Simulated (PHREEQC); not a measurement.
A solution holds 0.0048 mol/kgw ZnSO4 and 0.00016 mol/kgw FeSO4, at 25 °C. It is in equilibrium with CO2 at log p = -3.4 (atm). Otherwise closed; pH follows from the charge balance.

Computed with PHREEQC (ion-association model, wateq4f.dat).

Q: The ionic strength comes out as 0.0148 mol/kgw. What activity coefficients do SO4-2, Zn+2, HCO3-, Fe+2, H+ get?

A: SO4-2 0.62, Zn+2 0.63, HCO3- 0.89, Fe+2 0.63, H+ 0.90.

This is a speciation only: nothing precipitates in the calculation. Species that the database lacks are ignored.
